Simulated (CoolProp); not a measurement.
Decamethyltetrasiloxane (MD2M) along the isotherm 326.85 °C: Z from the reference equation and from simpler models built on Tc = 326.2 °C, pc = 11.44 bar, ω = 0.635; each cubic takes its own stable root.

Computed with CoolProp (reference Helmholtz-energy equation of state, Thol 2017).

```tsv
p (bar)	phase	reference	van der Waals	Soave-Redlich-Kwong	Peng-Robinson
3.58	gas	0.8922	0.8989	0.8855	0.8739
7.15	gas	0.7564	0.7715	0.7451	0.7235
10.7	gas	0.5190	0.5610	0.5242	0.4957
14.3	supercritical	0.2074	0.3132	0.2638	0.2385
17.9	supercritical	0.2431	0.3591	0.2969	0.2676
21.5	supercritical	0.2812	0.4097	0.3350	0.3015
25	supercritical	0.3186	0.4596	0.3729	0.3354
28.6	supercritical	0.3568	0.5109	0.4118	0.3701
```
